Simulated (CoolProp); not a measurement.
Properties of R1234ze(E) along the isobar 9.36 bar (Tc = 382.5 K, pc = 36.35 bar, ω = 0.313).

Values from CoolProp's reference Helmholtz-energy equation of state, Thol 2016.

```json
[
 {"T (K)": "175.7", "phase": "liquid", "density (kg/m³)": "___", "Joule-Thomson coefficient (K/MPa)": "-0.3897"},
 {"T (K)": "199.9", "phase": "liquid", "density (kg/m³)": "1435", "Joule-Thomson coefficient (K/MPa)": "-0.3732"},
 {"T (K)": "224.1", "phase": "liquid", "density (kg/m³)": "1375", "Joule-Thomson coefficient (K/MPa)": "-0.3436"},
 {"T (K)": "248.2", "phase": "liquid", "density (kg/m³)": "1312", "Joule-Thomson coefficient (K/MPa)": "-0.2969"},
 {"T (K)": "272.4", "phase": "liquid", "density (kg/m³)": "___", "Joule-Thomson coefficient (K/MPa)": "-0.2239"},
 {"T (K)": "296.6", "phase": "liquid", "density (kg/m³)": "1171", "Joule-Thomson coefficient (K/MPa)": "___"},
 {"T (K)": "345", "phase": "gas", "density (kg/m³)": "43.56", "Joule-Thomson coefficient (K/MPa)": "15.27"}
]
```

**Question.** What belongs in the gaps?

**Answer.** 
- 175.7, density (kg/m³): 1495
- 272.4, density (kg/m³): 1245
- 296.6, Joule-Thomson coefficient (K/MPa): -0.1042
